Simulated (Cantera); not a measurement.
A perfectly stirred reactor is fed with 44.8 % H₂, 28.0 % O₂, 27.2 % N₂, equivalence ratio 0.80, at 0.470 bar; it is held at 1173 K, and followed from long to short residence time.

Detailed kinetics in Cantera: the H2/O2 subset of GRI-Mech 3.0, which has no nitrogen chemistry. The temperature is held fixed by assumption; the heat of reaction is taken as removed at once.

One state of this run: x H₂ = 0.0959; x O₂ = 0.118; x OH = 0.00442; x O = 0.00498; x H = 0.0243; x H₂O = 0.427. x: mole fraction; the columns are a selection and need not sum to one.

Task: Which value of τ (s) does it belong to?
(A) 0.40
(B) 0.00011
(C) 0.00057
(D) 0.034

Result: B, 0.00011
